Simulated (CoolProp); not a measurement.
A Linde-Hampson liquefier for ethane: isothermal reversible compression at 320 K from 1 atm to 40 MPa, throttling to 1 atm, return gas leaving the recuperator 10 K below the feed. Each further row changes one setting.

Values from CoolProp's reference Helmholtz-energy equation of state, Bücker 2006.

```tsv
case	liquid yield per pass	compression work (kJ/kg of gas)
as stated	0.446	414
high pressure 80 MPa	0.395	[?]
warm-end temperature 350 K	[?]	[?]
warm-end gap 15 K	[?]	414
```

Fill in the missing entries.


- high pressure 80 MPa, compression work (kJ/kg of gas): 499
- warm-end temperature 350 K, liquid yield per pass: 0.376
- warm-end temperature 350 K, compression work (kJ/kg of gas): 482
- warm-end gap 15 K, liquid yield per pass: 0.439
